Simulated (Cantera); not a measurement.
Input: 1 mol B₂O₃, 8.6 mol O₂, 3.7 mol N₂, at 1475 K and 0.00110 bar.

Method: chemical equilibrium by Gibbs-energy minimisation in Cantera with the NASA 1993 tables (ideal gas, pure condensed phases). Candidate condensed phases: B, BN, B₂O₃; 17 gas species. The numbers say what is thermodynamically allowed, not how fast it happens.

Base state: O₂ 0.690, N₂ 0.296, B₂O₃ 0.0117, NO 0.00120, BO₂ 0.00106, O 7.19e-5 (mole fractions); condensed: B₂O₃(l).

Question: What changes in the equilibrium state with this change: temperature from 1475 K to 1923 K?

Answer: 
```tsv
species	before	after
O₂	0.690	0.624
N₂	0.296	0.272
B₂O₃	0.0117	0.0590
BO₂	0.00106	0.0305
BO	2.01e-8	0.000116
O	7.19e-5	0.00862
NO	0.00120	0.00622
B₂O₃(l), mol	0.847	0
```
